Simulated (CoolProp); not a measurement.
Model: reference Helmholtz-energy equation of state, Guder 2009, in CoolProp.

### Question
For sulfur hexafluoride, give the phase and the Z, viscosity (µPa s), fugacity coefficient at 306.2 K and 5.63 MPa.

### Answer
- 306.2 K and 5.63 MPa: liquid; Z 0.235, viscosity 124, fugacity coefficient 0.406

Viscosity comes from a separate model (Quiñones-Cisneros 2012).
